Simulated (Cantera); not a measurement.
Input: 1 mol MgO, 1.1 mol C, 0.67 mol CO, at 1000 K and 7100 Pa.

Method: chemical equilibrium by Gibbs-energy minimisation in Cantera with the NASA 1993 tables (ideal gas, pure condensed phases). Candidate condensed phases: C, Mg, MgCO₃, MgO; 15 gas species. Equilibrium is a limit: real reactors are often held back by kinetics, nucleation or transport.

Base state: CO 0.963, CO₂ 0.0373 (mole fractions); condensed: C(graphite) + MgO(s).

Question: What changes in the equilibrium state with this change: MgO replaced by TiO₂?

Answer: 
```
species            before   after
-----------------  ------  ------
CO                  0.963   0.963
CO₂                0.0373  0.0373
C(graphite), mol     1.12    1.12
MgO(s), mol          1.00       0
TiO₂(rutile), mol       0    1.00
```
Further candidate phases: Ti, TiC, TiO, TiO₂, Ti₂O₃, Ti₃O₅, Ti₄O₇.
